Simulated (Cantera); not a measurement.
Boron, boron nitride and boron oxide: B + H₂O

A closed system holds: 1 mol B, a varied amount of H₂O, at 1673.15 K and 0.345 Torr.

These are equilibrium values from Cantera (NASA tables, ideal gas, pure condensed phases), not measurements of a reactor. Candidate condensed phases: B, B₂O₃, B₃O₃H₃, H₂O; 23 gas species. The tables' values for BH₂ are old estimates; treat these amounts as uncertain. Gases not in the tables: H₃BO₃. The numbers say what is thermodynamically allowed, not how fast it happens.

From 0.15 mol H₂O to 0.75 mol H₂O the condensed part is B(s). From 1.1 mol H₂O to 5.6 mol H₂O nothing is condensed.

```tsv
n(H₂O) (mol)	log p H₂	log p H₂O	log p HBO₂	log p B₂O₂	log p HBO	log p B₂O₃	log p BO	log p H	n B(s)
0.15	-3.57	-8.50	-6.21	-4.00	-4.13	-5.17	-4.97	-5.73	0.854
0.22	-3.57	-8.50	-6.21	-4.00	-4.13	-5.17	-4.97	-5.73	0.785
0.34	-3.57	-8.50	-6.21	-4.00	-4.13	-5.17	-4.97	-5.73	0.668
0.5	-3.57	-8.50	-6.21	-4.00	-4.13	-5.17	-4.97	-5.73	0.512
0.75	-3.57	-8.50	-6.21	-4.00	-4.13	-5.17	-4.97	-5.73	0.268
1.1	-3.56	-7.79	-5.57	-4.11	-4.18	-4.59	-5.03	-5.72	0
1.7	-3.52	-5.23	-4.10	-6.26	-5.23	-4.22	-6.10	-5.70	0
2.5	-3.64	-4.06	-3.88	-8.30	-6.32	-4.96	-7.12	-5.76	0
3.8	-3.80	-3.71	-4.00	-9.37	-6.93	-5.53	-7.66	-5.84	0
5.6	-3.95	-3.57	-4.14	-10.09	-7.37	-5.96	-8.02	-5.92	0
```
log p: log10 of the partial pressure in bar; n: condensed amount in mol.
